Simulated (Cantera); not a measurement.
A perfectly stirred reactor is fed with CH4 : O2 : N2 = 1 : 1.25 : 4.7 (molar parts), equivalence ratio 1.6, at 0.360 bar; it is adiabatic with a 450 K inlet, and is followed from long to short residence time, starting on the burning branch (τ in s: 0.32, 0.11, 0.036, 0.012, 0.0041, 0.0014, 0.00046, 0.00016, 5.2e-05).

Computed with Cantera and GRI-Mech 3.0 (53 species, 325 reactions).

x: mole fraction; the columns are a selection and need not sum to one.

| τ (s) | T (K) | x CH4 | x O2 | x CO2 | x CO | x CH2O | x HO2 | x CH2CO |
|---|---|---|---|---|---|---|---|---|
| 0.32 | 1934 | 0.000613 | 0.000115 | 0.0352 | 0.0936 | … | 1.28e-8 | 1.11e-6 |
| 0.11 | 1933 | 0.000992 | 0.000273 | 0.0354 | 0.0925 | … | 3.28e-8 | 3.05e-6 |
| 0.036 | 1929 | 0.00145 | 0.000640 | 0.0354 | 0.0910 | … | 8.89e-8 | 7.04e-6 |
| 0.012 | 1920 | 0.00205 | 0.00147 | 0.0349 | 0.0895 | … | 2.54e-7 | 1.42e-5 |
| 0.0041 | 1897 | 0.00311 | 0.00349 | 0.0333 | 0.0883 | … | 8.30e-7 | 2.82e-5 |
| 0.0014 | 1826 | 0.00648 | 0.0106 | 0.0284 | 0.0870 | … | 4.25e-6 | 7.67e-5 |
| 0.00046 | 450 | 0.144 | 0.180 | <1e-12 | <1e-12 | <1e-12 | <1e-12 | <1e-12 |
| 0.00016 | 450 | 0.144 | 0.180 | <1e-12 | <1e-12 | <1e-12 | <1e-12 | <1e-12 |
| 5.2e-5 | 450 | 0.144 | 0.180 | <1e-12 | <1e-12 | <1e-12 | <1e-12 | <1e-12 |

### Question
What belongs in the gaps?

### Answer

- 0.32, x CH2O: 2.74e-6
- 0.11, x CH2O: 5.96e-6
- 0.036, x CH2O: 1.27e-5
- 0.012, x CH2O: 2.63e-5
- 0.0041, x CH2O: 5.51e-5
- 0.0014, x CH2O: 0.000139
